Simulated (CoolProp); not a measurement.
Vapour-liquid equilibrium of ethylene (1) + isobutane (2) at 210.4 K; x and y are mole fractions of (1).

Model: multi-fluid Helmholtz-energy mixture model, Smukala 2000 and Bücker 2006; pair parameters Bell 2016, in CoolProp.

```json
[
 {"x": "0.05", "bubble pressure, mixture model (MPa)": "0.03438", "bubble pressure, Raoult's law (MPa)": "0.04151", "y, mixture model": "0.782", "y, Raoult's law": "0.822"},
 {"x": "0.15", "bubble pressure, mixture model (MPa)": "0.09056", "bubble pressure, Raoult's law (MPa)": "0.1090", "y, mixture model": "0.924", "y, Raoult's law": "0.939"},
 {"x": "0.25", "bubble pressure, mixture model (MPa)": "0.1507", "bubble pressure, Raoult's law (MPa)": "0.1764", "y, mixture model": "0.958", "y, Raoult's law": "0.967"},
 {"x": "0.35", "bubble pressure, mixture model (MPa)": "?", "bubble pressure, Raoult's law (MPa)": "0.2439", "y, mixture model": "0.974", "y, Raoult's law": "0.979"},
 {"x": "0.45", "bubble pressure, mixture model (MPa)": "0.2817", "bubble pressure, Raoult's law (MPa)": "0.3113", "y, mixture model": "0.983", "y, Raoult's law": "0.986"},
 {"x": "0.55", "bubble pressure, mixture model (MPa)": "0.3514", "bubble pressure, Raoult's law (MPa)": "0.3788", "y, mixture model": "0.988", "y, Raoult's law": "0.991"},
 {"x": "0.65", "bubble pressure, mixture model (MPa)": "?", "bubble pressure, Raoult's law (MPa)": "0.4462", "y, mixture model": "0.992", "y, Raoult's law": "0.994"},
 {"x": "0.75", "bubble pressure, mixture model (MPa)": "0.4955", "bubble pressure, Raoult's law (MPa)": "0.5137", "y, mixture model": "0.995", "y, Raoult's law": "0.996"},
 {"x": "0.85", "bubble pressure, mixture model (MPa)": "0.5688", "bubble pressure, Raoult's law (MPa)": "0.5811", "y, mixture model": "0.997", "y, Raoult's law": "0.998"},
 {"x": "0.95", "bubble pressure, mixture model (MPa)": "?", "bubble pressure, Raoult's law (MPa)": "0.6486", "y, mixture model": "0.999", "y, Raoult's law": "0.999"}
]
```

Q: What belongs in the gaps?

A: 
- 0.35, bubble pressure, mixture model (MPa): 0.2146
- 0.65, bubble pressure, mixture model (MPa): 0.4229
- 0.95, bubble pressure, mixture model (MPa): 0.6436

The largest gap from Raoult's law is -17.2 % in bubble pressure, at x = 0.05. No azeotrope shows between x = 0.05 and 0.95.

Pair parameters are fitted to limited data, so mixtures are less certain than the pure fluids.
